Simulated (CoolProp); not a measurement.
Vapour-liquid equilibrium of R152A (1) + R227EA (2) at 183.5 K; x and y are mole fractions of (1).

The numbers come from the multi-fluid Helmholtz-energy mixture model, Outcalt 1996 and Lemmon 2016; pair parameters Bell 2016 in CoolProp.

```tsv
x	bubble pressure, mixture model (kPa)	bubble pressure, Raoult's law (kPa)	y, mixture model	y, Raoult's law
0.05	0.8752	0.8887	0.076	0.089
0.125	0.9217	0.9431	0.199	0.209
0.2	0.9806	0.9975	0.321	0.316
0.275	1.048	1.052	0.432	0.412
0.35	1.119	1.106	0.528	0.499
0.425	1.190	1.161	0.610	0.578
0.5	1.257	1.215	0.679	0.649
0.575	1.320	1.269	0.738	0.715
0.65	1.378	1.324	0.788	0.775
0.725	1.429	1.378	0.834	0.830
0.8	1.476	1.433	0.876	0.881
0.875	1.518	1.487	0.919	0.928
0.95	1.555	1.541	0.965	0.972
```

The largest gap from Raoult's law is +4.1 % in bubble pressure, at x = 0.65. No azeotrope shows between x = 0.05 and 0.95.

The pair parameters rest on a limited set of measurements; away from them the model extrapolates. The gap from Raoult's law changes sign with composition, which may be real or a fault of the pair parameters; it wasn't checked against measurements.
